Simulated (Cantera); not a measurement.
Feed: 1 mol TiO2, 3.7 mol CO, 0.65 mol C, at 3.30 bar.

Cantera equilibrium calculation (NASA polynomials, part measured and part estimated; ideal gas, pure solids and liquids). Candidate condensed phases: C, Ti, TiC, TiO, TiO2, Ti2O3, Ti3O5, Ti4O7; 15 gas species. Mutual solubility and eutectic melting of coexisting phases are not modelled. TiC: taken at fixed stoichiometry. Kinetics and transport are ignored.

log p: log10 of the partial pressure in bar; n: condensed amount in mol.

```csv
T (°C),log p CO,log p CO2,log p TiO,log p TiO2,log p Ti,log p C2O,n C(graphite),n Ti3O5(s),n TiC(s),n Ti2O3(s),n Ti2O3(l)
1327,0.52,-2.50,-11.00,-10.96,<-11,-10.83,0.321,0.333,0,0,0
1377,0.52,-2.66,-10.25,-10.45,<-11,-10.43,0.319,0.333,0,0,0
1427,0.52,-2.81,-9.53,-9.96,<-11,-10.05,0.319,0.333,0,0,0
1477,0.52,-2.86,-8.93,-9.48,-11.43,-9.79,0,0.294,0.119,0,0
1527,0.52,-2.86,-8.39,-9.01,-10.76,-9.59,0,0,0.0607,0.470,0
1577,0.52,-2.87,-7.89,-8.57,-10.14,-9.39,0,0,0.0607,0.470,0
1627,0.52,-2.88,-7.41,-8.17,-9.55,-9.20,0,0,0.0607,0.470,0
1677,0.52,-2.89,-6.96,-7.78,-8.99,-9.02,0,0,0.0607,0.470,0
1727,0.52,-2.90,[?],[?],[?],[?],0,0,0.0607,0.470,0
1777,0.52,-2.90,-6.13,-7.07,-7.95,-8.68,0,0,0.0607,0.470,0
1827,0.52,-2.91,[?],[?],[?],[?],0,0,0.0606,0.470,0
1877,0.52,-2.92,-5.39,-6.45,-7.03,-8.37,0,0,0.0606,0,0.470
```

Question: Fill in the missing entries.

Answer: 
- 1727, log p TiO: -6.53
- 1727, log p TiO2: -7.42
- 1727, log p Ti: -8.46
- 1727, log p C2O: -8.85
- 1827, log p TiO: -5.74
- 1827, log p TiO2: -6.74
- 1827, log p Ti: -7.47
- 1827, log p C2O: -8.53
